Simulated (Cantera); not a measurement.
**Gas-phase reforming**

An isothermal, constant-pressure homogeneous reactor starts with 26.3 % CH₄, 73.7 % H₂O, at 1698 K and 1000000 Pa.

Model: GRI-Mech 3.0 (53 species, 325 reactions), integrated in Cantera.

| t (s) | x CH₄ | x H₂O | x O₂ | x H | x C₂H₆ |
|---|---|---|---|---|---|
| 4.00e-5 | 0.259 | 0.736 | 3.06e-11 | 9.37e-7 | 0.00107 |
| 0.000137 | 0.249 | 0.733 | 2.23e-10 | 2.47e-6 | 0.00211 |
| 0.000466 | 0.217 | 0.715 | 6.32e-10 | 6.32e-6 | 0.00138 |
| 0.00159 | 0.159 | 0.674 | 3.61e-10 | 1.25e-5 | 0.000524 |
| 0.00543 | 0.0943 | 0.621 | 1.35e-10 | 1.93e-5 | 0.000156 |
| 0.0185 | 0.0593 | 0.554 | 7.51e-11 | 2.49e-5 | 6.90e-5 |
| 0.0632 | 0.0533 | 0.465 | 4.22e-11 | 2.79e-5 | 4.88e-5 |
| 0.216 | 0.0380 | 0.374 | 2.33e-11 | 3.07e-5 | 2.06e-5 |
| 0.737 | 0.0149 | 0.313 | 1.43e-11 | 3.27e-5 | 2.81e-6 |
| 2.51 | 0.00157 | 0.290 | 1.13e-11 | 3.36e-5 | 2.95e-8 |
| 8.58 | 5.74e-6 | 0.287 | 1.11e-11 | 3.39e-5 | <1e-12 |
| 29.3 | 4.03e-6 | 0.287 | 1.11e-11 | 3.39e-5 | <1e-12 |
| 100 | 4.03e-6 | 0.287 | 1.11e-11 | 3.39e-5 | <1e-12 |
x: mole fraction; the columns are a selection and need not sum to one.

Equilibrium at this temperature and pressure: CH₄ 4.33e-6, H₂O 0.287, O₂ 1.11e-11, H 3.39e-5, C₂H₆ <1e-12 (gas phase only).
